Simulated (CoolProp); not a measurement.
Dimethyl carbonate along the isotherm 33.85 °C: fugacity coefficient from the reference equation and from simpler models built on Tc = 283.9 °C, pc = 4.909 MPa, ω = 0.346; each cubic takes its own stable root.

Values from CoolProp's reference Helmholtz-energy equation of state, Zhou 2011.

```tsv
p (MPa)	phase	reference
0.944	liquid	0.01224
1.89	liquid	0.006311
2.83	liquid	0.004350
3.78	liquid	0.003362
4.72	liquid	0.002778
5.66	liquid	0.002391
6.61	liquid	0.002113
7.55	liquid	0.001909
8.5	liquid	0.001750
9.44	liquid	0.001626
10.4	liquid	0.001524
11.3	liquid	0.001445
12.3	liquid	0.001372
```

**Question.** How far does each simpler model (van der Waals, Redlich-Kwong, Peng-Robinson) lie from the reference over these 13 states: mean and median of the absolute difference, and the worst?

**Answer.** 
- van der Waals: mean 2390.9 %, median 2384.6 %, worst +2733.8 % at 33.85 °C and 12.3 MPa
- Redlich-Kwong: mean 254.5 %, median 254.6 %, worst +265.7 % at 33.85 °C and 12.3 MPa
- Peng-Robinson: mean 0.2 %, median 0.2 %, worst -0.2 % at 33.85 °C and 0.944 MPa
